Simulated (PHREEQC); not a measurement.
Nickel, zinc or cadmium bath: an equilibrium model

Consider water at 92 °C with 12 mmol/kgw ZnSO4 and 5.2 mmol/kgw Na2SO4. Closed to the air; pH follows from the charge balance.

Model: ion-association model, phreeqc.dat, run in PHREEQC.

No solid was allowed to form.

What pH does the model give?

pH 5.13.

In which forms is S present?

SO4-2 65 %, ZnSO4 29 %, Zn(SO4)2-2 3.6 %, NaSO4- 2.0 % of the S.

Species that the database lacks are ignored. At this temperature some constants are extrapolated from 25 °C, and those without enthalpy data are left unchanged.
